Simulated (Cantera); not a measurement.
Input: 1 mol HMDSO, 5.7 mol N2O, equilibrated at 2.90 mbar.

Method: chemical equilibrium by Gibbs-energy minimisation in Cantera with the NASA 1993 tables (ideal gas, pure condensed phases). Candidate condensed phases: C, C6H6, C7H8, C8H18, H2O, Si, SiC, SiO2, Si2N2O, Si3N4; 151 gas species. The feed counts by its element totals alone. Mutual solubility and eutectic melting of coexisting phases are not modelled. The numbers say what is thermodynamically allowed, not how fast it happens.

Problem. What share of the Si ends up in condensed phases as a function of T (°C), at 952, 1052, 1152, 1252, 1352, 1452, 1552?

Solution. 
```csv
T (°C),Si condensed (%),as
952,100.0,Si2N2O(s)
1052,100.0,Si2N2O(s)
1152,99.8,Si2N2O(s)
1252,96.8,SiC(s) + Si2N2O(s)
1352,59.9,SiC(s) + Si2N2O(s)
1452,32.4,SiC(s)
1552,32.1,SiC(s)
```
